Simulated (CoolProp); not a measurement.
Ethylbenzene along the isobar 139 bar: Z from the reference equation and from simpler models built on Tc = 344.0 °C, pc = 36.22 bar, ω = 0.304; each cubic takes its own stable root.

The numbers come from the reference Helmholtz-energy equation of state, Zhou 2012 in CoolProp.

| T (°C) | phase | reference | Redlich-Kwong | Soave-Redlich-Kwong | Peng-Robinson |
|---|---|---|---|---|---|
| 204.65 | liquid | 0.5167 | 0.5923 | 0.5749 | 0.5111 |
| 215.85 | liquid | 0.5123 | 0.5872 | 0.5703 | 0.5070 |
| 226.95 | liquid | ? | 0.5829 | 0.5664 | 0.5037 |
| 238.15 | liquid | 0.5052 | 0.5790 | 0.5632 | 0.5010 |
| 249.25 | liquid | ? | 0.5759 | ? | 0.4991 |
| 260.45 | liquid | 0.5003 | 0.5733 | 0.5591 | 0.4978 |
| 271.55 | liquid | 0.4986 | 0.5713 | 0.5582 | 0.4973 |
| 282.75 | liquid | 0.4975 | 0.5698 | 0.5581 | 0.4976 |
| 293.95 | liquid | 0.4970 | 0.5690 | 0.5588 | 0.4986 |
| 305.05 | liquid | 0.4971 | 0.5687 | 0.5602 | 0.5005 |
| 316.25 | liquid | 0.4979 | 0.5691 | 0.5626 | 0.5032 |
| 327.35 | liquid | 0.4993 | 0.5700 | ? | 0.5069 |
| 338.55 | liquid | 0.5015 | 0.5715 | 0.5701 | ? |

Complete the blanks.


- 226.95, reference: 0.5085
- 249.25, reference: 0.5025
- 249.25, Soave-Redlich-Kwong: 0.5608
- 327.35, Soave-Redlich-Kwong: 0.5659
- 338.55, Peng-Robinson: 0.5115
